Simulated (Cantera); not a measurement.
# Low-pressure radical oxidation in H2/O2

An isothermal, constant-pressure homogeneous reactor starts with 8.20 % H2, 82.0 % O2, 9.84 % N2, equivalence ratio 0.050, at 1375 K and 1900 Pa.

Cantera simulation using GRI-Mech 3.0 (53 species, 325 reactions); the numbers are that mechanism's predictions, not measurements. Radical loss at walls, strong at low pressure, is not modelled. The temperature is held fixed by assumption; the heat of reaction is taken as removed at once.

```
t (s)         x H2   x O2       x O    x H2O     x NO2    x HO2
--------  --------  -----  --------  -------  --------  -------
0.000100    0.0820  0.820   2.80e-7  3.31e-7    <1e-12  1.57e-7
0.000253    0.0819  0.820   9.04e-6  1.48e-5    <1e-12  4.13e-7
0.000642    0.0423  0.791    0.0177   0.0290    <1e-12  3.59e-6
0.00163    0.00222  0.758    0.0501   0.0686  1.16e-12  4.10e-6
0.00412    0.00202  0.763    0.0450   0.0703  4.06e-12  4.06e-6
0.0104     0.00162  0.774    0.0348   0.0738  1.03e-11  3.90e-6
0.0265    0.000936  0.791    0.0193   0.0788  2.29e-11  3.35e-6
0.0670    0.000319  0.805   0.00638   0.0828  5.15e-11  2.12e-6
0.170      6.95e-5  0.810   0.00137   0.0845  1.15e-10  8.35e-7
0.430      1.36e-5  0.811  0.000268   0.0851  1.90e-10  2.43e-7
1.09       3.03e-6  0.812   5.96e-5   0.0853  2.50e-10  8.12e-8
2.76       8.18e-7  0.812   1.61e-5   0.0854  4.10e-10  5.28e-8
7.00       3.05e-7  0.812   6.02e-6   0.0854  8.18e-10  6.16e-8
```
x: mole fraction; the columns are a selection and need not sum to one.

Equilibrium at this temperature and pressure: H2 2.12e-7, O2 0.812, O 4.19e-6, H2O 0.0854, NO2 9.81e-7, HO2 6.94e-8 (gas phase only).
